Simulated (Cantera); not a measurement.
Premixed flame

A freely propagating, adiabatic, planar premixed flame of CH4 : O2 : N2 : H2O = 1 : 1.82 : 6.84 : 0.55 (molar parts), equivalence ratio 1.1, unburnt at 648 K and 750 Torr; mixture-averaged transport, grid criteria slope 0.08 and curve 0.16, no radiation.

Cantera simulation using GRI-Mech 3.0 (53 species, 325 reactions); the numbers are that mechanism's predictions, not measurements. Burning velocities carry a grid error of a few per cent, more on coarse grids.

| z (mm) | T (K) | u (m/s) | x CH4 | x O2 | x H2O | x CO | x CH3 | x N2O |
|---|---|---|---|---|---|---|---|---|
| -1.08 | 648 | 1.29 | 0.0978 | 0.178 | 0.0538 | 3.49e-6 | 4.22e-8 | <1e-8 |
| -0.718 | 650 | 1.30 | 0.0974 | 0.177 | 0.0540 | 3.92e-5 | 4.25e-7 | <1e-8 |
| -0.538 | 658 | 1.32 | 0.0965 | 0.177 | 0.0551 | 0.000209 | 2.13e-6 | <1e-8 |
| -0.359 | 711 | 1.44 | 0.0922 | 0.172 | 0.0618 | 0.00160 | 1.87e-5 | <1e-8 |
| -0.179 | 1068 | 2.19 | 0.0667 | 0.142 | 0.101 | 0.0144 | 0.000528 | <1e-8 |
| -0.0897 | 1457 | 3.03 | 0.0369 | 0.102 | 0.142 | 0.0328 | 0.00252 | 1.83e-8 |
| 0 | 1822 | 3.82 | 0.00917 | 0.0548 | 0.183 | 0.0521 | 0.00283 | 3.86e-8 |
| 0.0897 | 1981 | 4.16 | 0.000760 | 0.0268 | 0.202 | 0.0534 | 0.000452 | 5.82e-8 |
| 0.179 | 2024 | 4.23 | 3.20e-5 | 0.0168 | 0.207 | 0.0457 | 2.28e-5 | 6.92e-8 |
| 0.359 | 2066 | 4.30 | 8.74e-8 | 0.0120 | 0.207 | 0.0370 | 7.03e-8 | 7.08e-8 |
| 0.718 | 2119 | 4.39 | <1e-8 | 0.00962 | 0.210 | 0.0329 | <1e-8 | 6.88e-8 |
| 1.44 | 2181 | 4.50 | <1e-8 | 0.00739 | 0.215 | 0.0311 | <1e-8 | 6.83e-8 |
| 2.87 | 2242 | 4.61 | <1e-8 | 0.00510 | 0.220 | 0.0291 | <1e-8 | 6.76e-8 |
x: mole fraction of selected species; z is measured from the peak of heat release.

```yaml
laminar_burning_velocity: 129 cm/s
thermal_thickness: 0.359 mm
peak x(CO): 0.0552
peak x(CH3): 0.00344
grid_points: 157
```
